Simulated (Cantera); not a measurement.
A closed system holds: 1 mol Si₃N₄, 0.45 mol H₂O, 3.5 mol N₂, at 1900 K.

Cantera equilibrium calculation (NASA polynomials, part measured and part estimated; ideal gas, pure solids and liquids). Candidate condensed phases: H₂O, Si, SiO₂, Si₂N₂O, Si₃N₄; 35 gas species. Mutual solubility and eutectic melting of coexisting phases are not modelled. The tables' values for SiN are old estimates; treat these amounts as uncertain. The numbers say what is thermodynamically allowed, not how fast it happens.

log p: log10 of the partial pressure in bar; n: condensed amount in mol.

| P (Pa) | log p N₂ | log p Si | log p H₂ | log p H | log p SiO | log p Si₂ | log p Si₂N | n Si(l) | n Si₂N₂O(s) | n Si₃N₄(s) |
|---|---|---|---|---|---|---|---|---|---|---|
| 0.100 | -6.23 | -6.56 | -8.02 | -7.11 | -7.32 | [?] | -11.66 | 0 | 0 | 0 |
| 1 | -5.22 | -5.56 | -6.55 | -6.38 | -6.31 | [?] | -9.14 | 0 | 0 | 0 |
| 10 | -4.13 | -4.90 | -5.29 | -5.74 | -5.22 | -6.99 | -7.28 | 1.58 | 0 | 0 |
| 100 | -3.07 | -4.90 | -4.18 | -5.19 | -4.16 | -6.99 | -6.75 | 2.46 | 0 | 0 |
| 1000 | -2.07 | -4.90 | -3.16 | -4.68 | -3.15 | -6.99 | -6.25 | 2.54 | 0 | 0 |
| 10000 | -1.06 | -5.12 | -1.97 | -4.08 | -2.95 | [?] | -6.18 | 0 | 0.403 | 0.716 |
| 100000 | -0.05 | -5.79 | -0.96 | -3.58 | -3.28 | [?] | -7.02 | 0 | 0.448 | 0.701 |
| 1000000 | 0.95 | -6.46 | 0.04 | -3.08 | -3.61 | [?] | -7.85 | 0 | 0.450 | 0.700 |

Question: Some entries are withheld; supply them.

Answer: 
- 0.100, log p Si₂: -10.32
- 1, log p Si₂: -8.31
- 10000, log p Si₂: -7.43
- 100000, log p Si₂: -8.77
- 1000000, log p Si₂: -10.11
